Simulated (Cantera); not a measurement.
Cantera run:

```python
import numpy as np
import cantera as ct

gas_names = """
    AL ALBO2 ALCL ALCL2 ALCL3 ALO ALOCL ALO2 AL2 AL2CL6 AL2O AL2O2 B BCL BCL2 BCL3 BO BOCL BO2 B2 B2O
    B2O2 B2O3 B3O3CL3 CL CLO CL2 O O2 O3
""".split()
cond_names = """
    AL(cr) AL(L) ALCL3(s) ALCL3(L) AL2O3(a) AL2O3(L) B(b) B(L) B2O3(L)
""".split()


# ... load() reads the species with a 1 bar reference pressure and builds the phases ...
atoms = {
    'Al2O3': {'AL': 2, 'O': 3},
    'BCl3': {'B': 1, 'CL': 3},
    'O2': {'O': 2},
}
top_T = {}  # K; cautious upper limits of use, not melting points


# ... equilibrate(T, P, feed) seeds the gas with the atoms and calls Mixture.equilibrate('TP', solver="vcs", rtol=1e-11, max_steps=5000) ...
results = []
T = 948  # K
P = 14  # Pa
for m in [0.18, 0.31, 0.52, 0.87, 1.5, 2.5, 4.2, 7.1]:
    feed = {'Al2O3': 1, 'BCl3': 1.7, 'O2': m}  # mol
    mix = equilibrate(T, P, feed)
    results.append((T, P, feed, dict(zip(mix.species_names, mix.species_moles))))

top = {s: max(r[3][s] / sum(r[3][g] for g in gas_names) for r in results) for s in gas_names}
cols = sorted((s for s in top if top[s] > 1e-05), key=lambda s: -top[s])[:8]
seen = [c for c in cond_names if any(r[3].get(c, 0) > 1e-12 for r in results)]
print("log10 of partial pressures in bar; condensed amounts in mol")
print(f"{'n(O2)':>10s}" + "".join(f"{s[:9]:>10s}" for s in cols + seen))
for T, P, feed, n in results:
    ng = sum(n[g] for g in gas_names)
    print(f"{feed['O2']:10.4g}" + "".join(f"{np.log10(max(n[s] / ng * P / 1e5, 1e-99)):10.3f}" for s in cols)
          + "".join(f"{n.get(c, 0):10.4g}" for c in seen))
```

Result:

```
log10 of partial pressures in bar; condensed amounts in mol
     n(O2)       CL2        O2     ALCL3      BCL3   B3O3CL3        CL      BOCL  AL2O3(a)   B2O3(L)
      0.18    -4.566   -14.830    -4.112    -4.535    -5.260    -6.050    -8.619    0.4961    0.5522
      0.31    -4.349   -14.296    -4.187    -4.610    -5.336    -5.941    -8.644     0.556    0.5876
      0.52    -4.155   -13.723    -4.325    -4.748    -5.474    -5.844    -8.690    0.6526    0.6447
      0.87    -3.978   -12.945    -4.643    -5.066    -5.791    -5.755    -8.796    0.8136    0.7399
       1.5    -3.897    -4.948   -10.520   -10.943   -11.668    -5.715   -10.755         1      0.85
       2.5    -4.031    -4.345   -11.173   -11.595   -12.321    -5.782   -10.973         1      0.85
       4.2    -4.192    -4.128   -11.578   -12.001   -12.726    -5.863   -11.108         1      0.85
       7.1    -4.378    -4.013   -11.942   -12.365   -13.090    -5.955   -11.229         1      0.85
```

Method: chemical equilibrium by Gibbs-energy minimisation in Cantera with the NASA 1993 tables (ideal gas, pure condensed phases). The tables' values for BOCl are old estimates; treat these amounts as uncertain. Condensed phases not in the tables: AlOCl, borates and borosilicate glass, alloys, solid solutions and most ternary compounds.
